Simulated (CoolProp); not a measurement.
Vapour-liquid equilibrium of carbon dioxide (1) + propane (2) at 237.3 K; x and y are mole fractions of (1).

Model: multi-fluid Helmholtz-energy mixture model, Span 1996 and Lemmon 2009; pair parameters Kunz 2012, in CoolProp.

Give the bubble pressure and the first vapour's composition at x = 0.2, 0.275, 0.575. Is there an azeotrope?

x = 0.2: 547.1 kPa, y = 0.781; x = 0.275: 673.9 kPa, y = 0.830; x = 0.575: 955.0 kPa, y = 0.900. No azeotrope shows between x = 0.05 and 0.95.

Pair parameters are fitted to limited data, so mixtures are less certain than the pure fluids. With so large a gap from Raoult's law the liquid may split in two, which this calculation doesn't test in full.
